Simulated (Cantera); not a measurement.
A diamond (100) surface in a fixed gas of H2 with x(CH4) = 0.004, x(H) = 0.0073, x(CH3) = 0.00049, 0.0227 atm; coverages are run to steady state.

Cantera simulation using the Harris–Goodwin 1993 mechanism for the reconstructed diamond (100) surface; the numbers are that mechanism's predictions, not measurements.

One state of this run: growth (µm/h) = 2.09; θ c6HH = 0.370; θ c6H* = 0.0517; θ c6*H = 0.530; θ c6** = 0.0474; θ c6HM = 0.000329. θ: site fractions in the mechanism's names (c6HH fully hydrogenated, c6H* and c6*H radical sites, c6** diradical, c6HM methylated).

Problem. Which value of T (K) does it belong to?
A) 1275
B) 1025
C) 1325
D) 1125

Solution. C, 1325
